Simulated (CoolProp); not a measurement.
Normal hydrogen along the isotherm 38 K: Z from the reference equation and from simpler models built on Tc = 33.1 K, pc = 1296 kPa, ω = -0.219; each cubic takes its own stable root.

Model: reference Helmholtz-energy equation of state, Leachman 2009, in CoolProp.

```tsv
p (kPa)	phase	reference	Soave-Redlich-Kwong	Peng-Robinson
1180	gas	0.7590	0.7442	0.7162
2360	supercritical	0.4384	0.4510	___
3540	supercritical	0.4639	0.4818	0.4374
4710	supercritical	0.5540	___	___
5890	supercritical	0.6498	0.6528	0.5893
7070	supercritical	0.7453	0.7415	0.6688
8250	supercritical	0.8395	0.8292	0.7476
9430	supercritical	0.9322	0.9159	0.8255
10600	supercritical	1.023	1.001	0.9019
11800	supercritical	1.114	1.087	0.9792
13000	supercritical	1.204	1.172	1.056
```

What belongs in the gaps?


- 2360, Peng-Robinson: 0.4143
- 4710, Soave-Redlich-Kwong: 0.5643
- 4710, Peng-Robinson: 0.5103
